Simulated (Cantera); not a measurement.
Gas-phase reforming

A perfectly stirred reactor is fed with 22.2 % CH4, 77.8 % CO2, at 16.0 bar; it is held at 1500 K, and followed from long to short residence time.

Detailed kinetics in Cantera: GRI-Mech 3.0 (53 species, 325 reactions). The pressure lies above the range GRI-Mech 3.0 was tuned for (to about 10 atm).

| τ (s) | x CH4 | x CO2 | x C2H | x C2H6 | x C2H2 | x H | x O2 |
|---|---|---|---|---|---|---|---|
| 20 | 0.0293 | 0.287 | 1.20e-10 | 2.76e-5 | 0.00452 | 1.34e-6 | <1e-12 |
| 3.2 | 0.0420 | 0.362 | 6.01e-10 | 6.79e-5 | 0.0197 | 1.05e-6 | <1e-12 |
| 0.49 | 0.0666 | 0.489 | 1.32e-9 | 0.000146 | 0.0410 | 6.35e-7 | 1.48e-12 |
| 0.075 | 0.146 | 0.671 | 7.14e-10 | 0.000437 | 0.0248 | 3.81e-7 | 2.04e-12 |
| 0.012 | 0.203 | 0.762 | 1.42e-10 | 0.000768 | 0.00439 | 1.87e-7 | <1e-12 |
| 0.0018 | 0.219 | 0.777 | 5.98e-12 | 0.000643 | 0.000126 | 3.87e-8 | <1e-12 |
| 0.00027 | 0.222 | 0.778 | <1e-12 | 0.000150 | 6.35e-7 | 1.30e-8 | <1e-12 |
x: mole fraction; the columns are a selection and need not sum to one.
